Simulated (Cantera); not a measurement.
What does this Cantera script print?

```python
import numpy as np
import cantera as ct

gas_names = [...]  # 47 gases of nasa_gas.yaml made of Cl, H, N, O, Si
cond_names = """
    H2O(s) H2O(L) NH4CL(a) NH4CL(b) Si(cr) Si(L) SiO2(Lqz) SiO2(hqz) SiO2(L) Si2N2O(s) Si3N4(a)
""".split()


# ... load() reads the species with a 1 bar reference pressure and builds the phases ...
atoms = {
    'SiH2Cl2': {'Si': 1, 'H': 2, 'CL': 2},
    'NO': {'N': 1, 'O': 1},
    'N2': {'N': 2},
}
top_T = {'Si2N2O(s)': 2100, 'Si3N4(a)': 2400}  # K; cautious upper limits of use, not melting points


# ... equilibrate(T, P, feed) seeds the gas with the atoms and calls Mixture.equilibrate('TP', solver="vcs", rtol=1e-11, max_steps=5000) ...
results = []
feed = {'SiH2Cl2': 1, 'NO': 12, 'N2': 1.1}  # mol
T = 1548  # K
P = 1000  # Pa
mix = equilibrate(T, P, feed)
results.append((T, P, feed, dict(zip(mix.species_names, mix.species_moles))))
print(gas.report(threshold=0.001))
for i in range(1, mix.n_phases):
    print(f"{mix.phase(i).name:16s} {mix.phase_moles(i):12.5e} mol")
```

Result:

```
       temperature   1548 K
          pressure   1000 Pa
           density   0.0023639 kg/m^3
  mean mol. weight   30.426 kg/kmol
   phase of matter   gas

                          1 kg             1 kmol
                     ---------------   ---------------
          enthalpy        9.9494e+05        3.0272e+07  J
   internal energy        5.7192e+05        1.7401e+07  J
           entropy              9688        2.9477e+05  J/K
    Gibbs function       -1.4002e+07       -4.2603e+08  J
 heat capacity c_p            1158.9             35261  J/K
 heat capacity c_v            885.63             26946  J/K

                      mass frac. Y      mole frac. X     chem. pot. / RT
                     ---------------   ---------------   ---------------
                CL          0.032901          0.028238           -20.882
               CL2         0.0029098         0.0012487           -41.764
               HCL           0.13199           0.11015           -39.481
               H2O         0.0090614          0.015304           -53.979
                NO         0.0015432         0.0015648           -32.484
                N2            0.4599            0.4995           -31.409
                O2           0.36151           0.34375           -33.559
     [  +40 minor]        0.00018534        0.00025155

Si(cr)            0.00000e+00 mol
SiO2(hqz)         1.00000e+00 mol
Si2N2O(s)         0.00000e+00 mol
Si3N4(a)          0.00000e+00 mol
```

Method: chemical equilibrium by Gibbs-energy minimisation in Cantera with the NASA 1993 tables (ideal gas, pure condensed phases). The tables hold silica as quartz up to 1696 K and as liquid above; real silica turns to tridymite and cristobalite and melts near 1996 K.
